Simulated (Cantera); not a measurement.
A closed system holds: 1 mol SiH4, 4.9 mol NH3, 0.11 mol H2, equilibrated at 13300 Pa.

Cantera equilibrium calculation (NASA polynomials, part measured and part estimated; ideal gas, pure solids and liquids). Candidate condensed phases: Si, Si3N4; 18 gas species. Equilibrium is a limit: real reactors are often held back by kinetics, nucleation or transport. All values below are at 1425 K.

Base state: H2 0.841, N2 0.159, H 1.71e-5 (mole fractions); condensed: Si3N4(s).

Problem. What changes in the equilibrium state with this change: SiH4 replaced by SiCl4?

Solution. 
| species | before | after |
|---|---|---|
| H2 | 0.841 | 0.505 |
| HCl | 0 | 0.315 |
| N2 | 0.159 | 0.167 |
| SiCl4 | 0 | 0.00613 |
| SiCl2 | 0 | 0.00347 |
| SiCl3 | 0 | 0.00233 |
| SiHCl3 | 0 | 0.000770 |
| Si3N4(s), mol | 0.333 | 0.286 |
The tables' values for SiCl3 are old estimates; treat these amounts as uncertain. Further candidate phases: NH4Cl.
